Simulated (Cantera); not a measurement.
An adiabatic, constant-volume homogeneous reactor starts with 9.18 % CH₄, 10.2 % O₂, 80.6 % N₂, equivalence ratio 1.8, at 1700 K and 9.87 atm.

Model: GRI-Mech 3.0 (53 species, 325 reactions), integrated in Cantera.

Predict: time of steepest temperature rise; temperature at 2.00 s; equilibrium temperature; x(O₂) at 2.00 s; x(NO) at 2.00 s; x(H₂) at 2.00 s; x(HCO) at 2.00 s; x(O) at 2.00 s.


```json
{
  "time_of_steepest_temperature_rise": "72.0 µs",
  "temperature at 2.00 s": "2665 K",
  "equilibrium_temperature": "2665 K",
  "x(O₂) at 2.00 s": "1.25e-5 (gas-phase equilibrium 1.25e-5)",
  "x(NO) at 2.00 s": "0.000227 (gas-phase equilibrium 0.000227)",
  "x(H₂) at 2.00 s": "0.0777 (gas-phase equilibrium 0.0777)",
  "x(HCO) at 2.00 s": "4.68e-7 (gas-phase equilibrium 4.68e-7)",
  "x(O) at 2.00 s": "2.69e-5 (gas-phase equilibrium 2.69e-5)"
}
```
